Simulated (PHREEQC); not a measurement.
PHREEQC input (ion-association model, wateq4f.dat):

```
SOLUTION_MASTER_SPECIES
  An  An-  0  An  62.0  # stands for a non-complexing anion
SOLUTION_SPECIES
  An- = An-
    -log_k 0
    -gamma 3.0 0
PHASES
  Fix_H+
    H+ = H+
    -log_k 0
SOLUTION 1
  temp 25
  units mmol/kgw
  pH 7 charge
  S(6) 0.00083
  Na 300.002
  An 300
END
SELECTED_OUTPUT 1
  -reset false
  -pH true
  -pe true
  -ionic_strength true
  -water true
  -totals Na S S(-2) S(6)
  -molalities Hfo_wOH Hfo_wOH2+ Hfo_wO- Hfo_sOH Hfo_sOH2+ Hfo_sO- Hfo_wSO4- Hfo_wOHSO4-2
  -saturation_indices Mirabilite
USER_PUNCH 1
  -headings sigma psi
  10 PUNCH EDL("sigma", "Hfo"), EDL("psi", "Hfo")
PRINT
  -reset false
USE solution 1
SURFACE 1
  Hfo_wOH 0.000674157 600 0.3
  Hfo_sOH 1.68539e-05
EQUILIBRIUM_PHASES 1
  Fix_H+ -4 HAn 10
    -force_equality true
  O2(g) -0.68 10
END
# ... the last block is repeated for the other 12 points of pH, with NaOH or the acid as the point needs
```

Selected output (columns that matter, 13 of 13 rows; pH added in front):

```
pH	mu	Na	S	m_Hfo_wOH	m_Hfo_wOH2+	m_Hfo_wO-	m_Hfo_sOH	m_Hfo_sOH2+	m_Hfo_sO-	m_Hfo_wSO4-	m_Hfo_wOHSO4-2	si_Mirabilite	sigma	psi
4	0.30046	0.3	1.2321e-07	3.8824e-05	0.00063457	5.4414e-08	9.7161e-07	1.5881e-05	1.3618e-09	6.306e-07	7.6191e-08	-7.9067	0.34824	0.12284
4.67	0.30031	0.3	1.7674e-07	0.0001203	0.0005526	5.9998e-07	3.0105e-06	1.3828e-05	1.5014e-08	4.5685e-07	1.9642e-07	-7.7491	0.30286	0.11582
5.33	0.30022	0.3	3.3585e-07	0.00024727	0.00042308	3.3106e-06	6.1862e-06	1.0585e-05	8.2825e-08	2.2939e-07	2.6476e-07	-7.47	0.23025	0.10215
6	0.30015	0.3	6.0986e-07	0.00037178	0.00029128	1.0871e-05	9.2976e-06	7.2845e-06	2.7186e-07	6.2528e-08	1.5761e-07	-7.2109	0.15388	0.08258
6.67	0.30009	0.3	7.8161e-07	0.0004577	0.00019133	2.5083e-05	1.1443e-05	4.7835e-06	6.2712e-07	8.4527e-09	3.9934e-08	-7.1031	0.091301	0.059085
7.33	0.30004	0.3	8.2313e-07	0.0005021	0.00012634	4.5713e-05	1.2553e-05	3.1585e-06	1.1428e-06	7.7651e-10	6.0946e-09	-7.0805	0.044295	0.033083
8	0.30001	0.3	8.2925e-07	0.00051722	8.3869e-05	7.3071e-05	1.293e-05	2.0967e-06	1.8268e-06	5.7159e-11	6.9615e-10	-7.0773	0.0059323	0.0047368
8.67	0.30004	0.30007	8.2992e-07	0.00050983	5.3939e-05	0.00011039	1.2746e-05	1.3485e-06	2.7598e-06	3.95e-12	7.3731e-11	-7.0768	-0.031019	-0.023928
9.33	0.3001	0.30017	8.2999e-07	0.00047653	3.1273e-05	0.00016635	1.1913e-05	7.8182e-07	4.1587e-06	2.8487e-13	8.5726e-12	-7.0766	-0.074221	-0.050701
10	0.30027	0.30039	8.3e-07	0.00040506	1.478e-05	0.00025431	1.0126e-05	3.6949e-07	6.3579e-06	1.99e-14	1.0771e-12	-7.0761	-0.13162	-0.075255
10.67	0.30088	0.30107	8.2999e-07	0.00029144	5.1538e-06	0.00037755	7.2861e-06	1.2885e-07	9.4389e-06	1.3488e-15	1.5063e-13	-7.0749	-0.20463	-0.096281
11.33	0.30341	0.30367	8.2999e-07	0.00015939	1.133e-06	0.00051363	3.9846e-06	2.8326e-08	1.2841e-05	8.7414e-17	2.4281e-14	-7.0703	-0.28161	-0.11191
12	0.3151	0.31541	8.2999e-07	5.6767e-05	1.196e-07	0.00061726	1.4192e-06	2.99e-09	1.5432e-05	4.7021e-18	4.4054e-15	-7.0502	-0.33911	-0.1203
```
